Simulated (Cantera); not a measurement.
An isothermal, constant-pressure homogeneous reactor starts with 1.07 % CO, 2.03 % O2, 0.0116 % H2O, 96.9 % N2, equivalence ratio 0.26, at 1000 K and 100000 Pa.

Computed with Cantera and GRI-Mech 3.0 (53 species, 325 reactions).

### Question
Predict: x(CO) at 50.0 s; x(O2) at 50.0 s; x(H2O) at 50.0 s; x(N2O) at 50.0 s; x(O) at 50.0 s; x(CO2) at 50.0 s.

### Answer
| Property | Result |
|---|---|
| x(CO) at 50.0 s | 0.00194 (gas-phase equilibrium 5.35e-12) |
| x(O2) at 50.0 s | 0.0161 (gas-phase equilibrium 0.0151) |
| x(H2O) at 50.0 s | 0.000116 (gas-phase equilibrium 0.000117) |
| x(N2O) at 50.0 s | 1.02e-6 (gas-phase equilibrium 8.57e-10) |
| x(O) at 50.0 s | 2.03e-7 (gas-phase equilibrium 1.94e-11) |
| x(CO2) at 50.0 s | 0.00876 (gas-phase equilibrium 0.0107) |
